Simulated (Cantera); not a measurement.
**Ignition delay**

Mixture: 11.7 % CO, 2.46 % H2, 5.16 % CH4, 15.3 % O2, 65.4 % N2, equivalence ratio 1.1, at 101000 Pa, adiabatic and at constant pressure. Ignition delay is the time to a rise of 400 K.

Cantera simulation using GRI-Mech 3.0 (53 species, 325 reactions); the numbers are that mechanism's predictions, not measurements. Below about 1000 K GRI-Mech 3.0 lacks low-temperature oxidation paths.

```json
[
 {"T0 (K)": "975", "delay (ms)": "20.7"},
 {"T0 (K)": "1050", "delay (ms)": "9.20"},
 {"T0 (K)": "1125", "delay (ms)": "4.59"},
 {"T0 (K)": "1200", "delay (ms)": "2.34"},
 {"T0 (K)": "1275", "delay (ms)": "1.24"},
 {"T0 (K)": "1350", "delay (ms)": "0.685"},
 {"T0 (K)": "1425", "delay (ms)": "0.403"},
 {"T0 (K)": "1500", "delay (ms)": "0.252"},
 {"T0 (K)": "1575", "delay (ms)": "0.166"}
]
```

```json
{
 "apparent activation energy between 1425 and 1575 K": "110 kJ/mol"
}
```
